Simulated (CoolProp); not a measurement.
Vapour-liquid equilibrium of trans-2-butene (1) + acetone (2) at 0.672 MPa; x and y are mole fractions of (1).

Values from CoolProp's multi-fluid Helmholtz-energy mixture model, Lemmon 2005 and Lemmon 2006; pair parameters Bell 2016.

| x | bubble temperature (°C) | y at the bubble point | dew temperature at overall composition x (°C) | liquid density (mol/L) |
|---|---|---|---|---|
| 0.05 | 114.3 | 0.221 | 122.4 | 11.41 |
| 0.15 | 98.0 | 0.507 | 117.8 | 11.42 |
| 0.25 | 87.1 | 0.656 | 112.9 | 11.31 |
| 0.35 | 80.1 | 0.738 | 107.5 | 11.12 |
| 0.45 | 75.5 | 0.788 | 101.6 | 10.89 |
| 0.55 | 72.2 | 0.824 | 95.1 | 10.65 |
| 0.65 | 69.7 | 0.854 | 87.6 | 10.42 |
| 0.75 | 67.6 | 0.884 | 79.0 | 10.20 |
| 0.85 | 65.7 | 0.920 | 70.0 | 10.01 |
| 0.95 | 63.9 | 0.968 | 64.4 | 9.858 |

No azeotrope shows between x = 0.05 and 0.95.

The pair parameters rest on a limited set of measurements; away from them the model extrapolates.
